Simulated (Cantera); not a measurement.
Feed: 1 mol SiHCl₃, 0.31 mol HCl, 31 mol N₂, held at 1500 K and 1400 Pa.

These are equilibrium values from Cantera (NASA tables, ideal gas, pure condensed phases), not measurements of a reactor. The tables' values for SiCl₃ are old estimates; treat these amounts as uncertain. Equilibrium is a limit: real reactors are often held back by kinetics, nucleation or transport.

```csv
species,before,after
N₂,0.934,0.941
HCl,0.0326,0.0279
SiCl₂,0.0236,0.0232
H₂,0.00342,0.00252
SiHCl₃,2.20e-5,1.85e-5
SiCl₄,0.00203,0.00197
SiCl₃,0.00389,0.00379
Cl,6.70e-5,6.65e-5
"Si₃N₄(s), mol",0.00650,0.0151
```
Gas species are given as mole fractions.

Question: Which change was made?
A) temperature from 1500 K to 1148.15 K
B) pressure from 1400 Pa to 130000 Pa
C) HCl from 0.31 to 0.084 mol
D) temperature from 1500 K to 1025 K

Answer: C, HCl from 0.31 to 0.084 mol
